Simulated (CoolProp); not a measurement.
Model: reference Helmholtz-energy equation of state, Lemmon 2005, in CoolProp.

**Question.** Give the vapour pressure (kPa), liquid cp (kJ/(kg K)), surface tension (mN/m), liquid viscosity (µPa s) of saturated R125 at 272.1 K.

**Answer.** 
```csv
T (K),p (kPa),liquid cp (kJ/(kg K)),surface tension (mN/m),liquid viscosity (µPa s)
272.1,649,1.25,7.07,207
```

Viscosity comes from a separate model (Huber 2006). Surface tension comes from a separate correlation (Mulero 2012).
